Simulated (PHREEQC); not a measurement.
Solution (25 °C): 0.0015 mol H3BO3, 0.00095 mol Na2SO4 and 5e-05 mol KCl per kg of water. Closed to the air; pH follows from the charge balance.

Computed with PHREEQC (ion-association model, phreeqc.dat).

Task: The ionic strength comes out as 0.00289 mol/kgw. What activity coefficients do Cl-, H2BO3-, Na+, SO4-2, NaSO4- get?

Result: Cl- 0.94, H2BO3- 0.94, Na+ 0.94, SO4-2 0.79, NaSO4- 0.94.

Precipitation was switched off in this run.
